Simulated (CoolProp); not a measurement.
Vapour-liquid equilibrium of diethyl ether (1) + acetone (2) at 137.65 °C; x and y are mole fractions of (1).

The numbers come from the multi-fluid Helmholtz-energy mixture model, Thol 2014 and Lemmon 2006; pair parameters Bell 2016 in CoolProp.

```csv
x,bubble pressure (kPa),y at the bubble point,dew pressure at overall composition x (kPa),liquid density (mol/L)
0.05,935.6,0.086,915.8,10.76
0.2,1069,0.301,1003,10.05
0.35,1187,0.465,1103,9.395
0.5,1284,0.596,1213,8.804
0.65,1358,0.710,1321,8.278
0.8,1408,0.822,1400,7.824
0.95,1427,0.950,1427,7.449
```

y crosses x between x = 0.8 and 0.95: the model has an azeotrope there.

The pair parameters rest on a limited set of measurements; away from them the model extrapolates.
